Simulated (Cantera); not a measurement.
Charge: 1 mol Cu₂O, 4.9 mol CO, 1.8 mol C, equilibrated at 1175 K and 750 Torr.

Cantera equilibrium calculation (NASA polynomials, part measured and part estimated; ideal gas, pure solids and liquids). Candidate condensed phases: C, Cu, CuO, Cu₂O; 15 gas species. Equilibrium is a limit: real reactors are often held back by kinetics, nucleation or transport.

What is the equilibrium state?


```json
{
 "x(CO)": "0.974",
 "x(CO₂)": "0.0257",
 "n(C(graphite))": "0.948 mol",
 "n(Cu(s))": "2.00 mol",
 "gas_amount": "5.752 mol"
}
```
